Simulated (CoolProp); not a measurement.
A closed Brayton cycle with dry air: compressor inlet 330.15 K and 3.1 MPa, high pressure 8.82 MPa, turbine inlet 620 K, compressor efficiency 0.89, turbine efficiency 0.9, recuperator effectiveness 0 (on enthalpy, no pinch check). Each further row changes one setting.

Values from CoolProp's reference Helmholtz-energy equation of state, Lemmon 2000. It is a pseudo-pure fit of the blend.

```
case                           thermal efficiency (%)  net work (kJ/kg)  compressor to turbine work  compressor exit (K)  turbine exit (K)
-----------------------------  ----------------------  ----------------  --------------------------  -------------------  ----------------
as stated                                         9.8              16.8                        0.89                459.9             479.1
turbine inlet 570 K                               3.8              4.48                        0.97                459.9             439.1
compressor inlet 340.15 K                         8.1              12.7                        0.91                473.5             479.1
high pressure 7.5 MPa                            10.1              19.7                        0.85                437.2             498.6
recuperator effectiveness 0.5                    10.4              16.8                        0.89                459.9             479.1
```
